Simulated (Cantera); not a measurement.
Input: 1 mol C2H6, a varied amount of CO2, 17 mol H2, at 1398.15 K and 10.0 mbar.

Method: chemical equilibrium by Gibbs-energy minimisation in Cantera with the NASA 1993 tables (ideal gas, pure condensed phases). Candidate condensed phases: C, C6H6, C7H8, C8H18, H2O; 110 gas species. Rates play no part.

**Question.** Which condensed phases are stable at each of these points (n(CO2) (mol)): 0.036, 0.061, 0.1, 0.17, 0.28, 0.48, 0.79, 1.3, 2.2, 3.7?

**Answer.** 
| n(CO2) (mol) | condensed phases | C condensed (%) |
|---|---|---|
| 0.036 | C(graphite) | 96.4 |
| 0.061 | C(graphite) | 94.0 |
| 0.1 | C(graphite) | 90.4 |
| 0.17 | C(graphite) | 84.3 |
| 0.28 | C(graphite) | 75.4 |
| 0.48 | C(graphite) | 61.3 |
| 0.79 | C(graphite) | 43.3 |
| 1.3 | C(graphite) | 21.2 |
| 2.2 | gas only | 0.0 |
| 3.7 | gas only | 0.0 |

From 0.036 mol CO2 to 1.3 mol CO2 the condensed part is C(graphite). From 2.2 mol CO2 to 3.7 mol CO2 nothing is condensed.
